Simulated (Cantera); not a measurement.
Dilute partial oxidation

An isothermal, constant-pressure homogeneous reactor starts with 0.408 % C2H4, 1.36 % O2, 97.1 % N2, 1.16 % H2O, at 1273 K and 1.01 bar.

Cantera simulation using GRI-Mech 3.0 (53 species, 325 reactions); the numbers are that mechanism's predictions, not measurements. GRI-Mech 3.0 was tuned for natural gas; its chemistry of ethylene as a main component is partial and can be far from experiment.

| t (s) | x C2H4 | x O2 | x H | x CH4 | x H2O2 |
|---|---|---|---|---|---|
| 0.000400 | 0.00407 | 0.0136 | 1.77e-6 | 4.72e-8 | 2.19e-9 |
| 0.00119 | 0.000127 | 0.00676 | 0.000277 | 0.000204 | 1.23e-7 |
| 0.00356 | <1e-12 | 0.00265 | 0.000456 | <1e-12 | 2.16e-7 |
| 0.0106 | <1e-12 | 0.00162 | 6.42e-5 | <1e-12 | 9.92e-8 |
| 0.0317 | <1e-12 | 0.00140 | 5.00e-6 | <1e-12 | 2.58e-8 |
| 0.0948 | <1e-12 | 0.00136 | 3.03e-7 | <1e-12 | 4.88e-9 |
| 0.283 | <1e-12 | 0.00136 | 1.95e-8 | <1e-12 | 8.95e-10 |
| 0.844 | <1e-12 | 0.00136 | 1.88e-9 | <1e-12 | 2.03e-10 |
| 2.52 | <1e-12 | 0.00136 | 3.35e-10 | <1e-12 | 6.57e-11 |
| 7.52 | <1e-12 | 0.00136 | 1.33e-10 | <1e-12 | 3.50e-11 |
| 22.4 | <1e-12 | 0.00136 | 1.21e-10 | <1e-12 | 3.26e-11 |
| 67.0 | <1e-12 | 0.00136 | 1.21e-10 | <1e-12 | 3.26e-11 |
| 200 | <1e-12 | 0.00136 | 1.21e-10 | <1e-12 | 3.26e-11 |
x: mole fraction; the columns are a selection and need not sum to one.

Equilibrium at this temperature and pressure: C2H4 <1e-12, O2 0.00134, H 1.21e-10, CH4 <1e-12, H2O2 3.24e-11 (gas phase only).
